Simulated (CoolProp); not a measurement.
Model: reference Helmholtz-energy equation of state, Thol 2015, in CoolProp.

Give the vapour pressure (kPa), liquid density (kg/m³), enthalpy of vaporisation (kJ/kg), surface tension (mN/m) of saturated octamethylcyclotetrasiloxane (D4) at 389.7 K.


| T (K) | p (kPa) | liquid density (kg/m³) | enthalpy of vaporisation (kJ/kg) | surface tension (mN/m) |
|---|---|---|---|---|
| 389.7 | 16.6 | 843 | 153 | 11.4 |

Surface tension comes from a separate correlation (Mulero 2014), older than this fluid's equation and unchecked against measurements.
